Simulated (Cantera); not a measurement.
Input (Python, Cantera) and output of one run.

```python
import numpy as np
import cantera as ct

gas_names = [...]  # 123 gases of nasa_gas.yaml made of C, H, O, Si
cond_names = """
    C(gr) C6H6(L) C7H8(L) C8H18(L),n-octa H2O(s) H2O(L) Si(cr) Si(L) SiC(b) SiO2(Lqz) SiO2(hqz) SiO2(L)
""".split()


# ... load() reads the species with a 1 bar reference pressure and builds the phases ...
atoms = {
    'HMDSO': {'Si': 2, 'C': 6, 'H': 18, 'O': 1},
    'O2': {'O': 2},
    'H2': {'H': 2},
}
top_T = {'C(gr)': 4500, 'SiC(b)': 3050}  # K; cautious upper limits of use, not melting points


# ... equilibrate(T, P, feed) seeds the gas with the atoms and calls Mixture.equilibrate('TP', solver="vcs", rtol=1e-11, max_steps=5000) ...
results = []
feed = {'HMDSO': 1, 'O2': 3.8, 'H2': 3.5}  # mol
T = 1275  # K
for P in [5, 17, 59, 210, 710, 2400, 8400, 29000, 100000]:
    mix = equilibrate(T, P, feed)
    results.append((T, P, feed, dict(zip(mix.species_names, mix.species_moles))))

top = {s: max(r[3][s] / sum(r[3][g] for g in gas_names) for r in results) for s in gas_names}
cols = sorted((s for s in top if top[s] > 0.001), key=lambda s: -top[s])[:8]
seen = [c for c in cond_names if any(r[3].get(c, 0) > 1e-12 for r in results)]
print("log10 of partial pressures in bar; condensed amounts in mol")
print(f"{'P/Pa':>10s}" + "".join(f"{s[:9]:>10s}" for s in cols + seen))
for T, P, feed, n in results:
    ng = sum(n[g] for g in gas_names)
    print(f"{P:10.4g}" + "".join(f"{np.log10(max(n[s] / ng * P / 1e5, 1e-99)):10.3f}" for s in cols)
          + "".join(f"{n.get(c, 0):10.4g}" for c in seen))
```

Result:

```
log10 of partial pressures in bar; condensed amounts in mol
      P/Pa        H2        CO       SiO       CH4       H2O     C(gr)    SiC(b) SiO2(hqz)
         5    -4.467    -4.815    -6.241   -11.850   -10.333         0    0.3966     1.393
        17    -3.930    -4.283    -6.418   -10.421    -9.619         0    0.4531     1.506
        59    -3.389    -3.742    -6.599    -8.977    -8.897         0    0.4641     1.528
       210    -2.814    -3.248    -6.926    -7.661    -7.995     1.399         0     1.999
       710    -2.285    -2.719    -7.455    -6.603    -6.937       1.4         0         2
      2400    -1.756    -2.190    -7.983    -5.545    -5.879     1.399         0         2
      8400    -1.212    -1.646    -8.527    -4.457    -4.792     1.397         0         2
   2.9e+04    -0.675    -1.108    -9.065    -3.383    -3.717     1.389         0         2
     1e+05    -0.140    -0.572    -9.601    -2.313    -2.645     1.364         0         2
```

Method: chemical equilibrium by Gibbs-energy minimisation in Cantera with the NASA 1993 tables (ideal gas, pure condensed phases). The feed counts by its element totals alone. Mutual solubility and eutectic melting of coexisting phases are not modelled. The tables hold silica as quartz up to 1696 K and as liquid above; real silica turns to tridymite and cristobalite and melts near 1996 K.
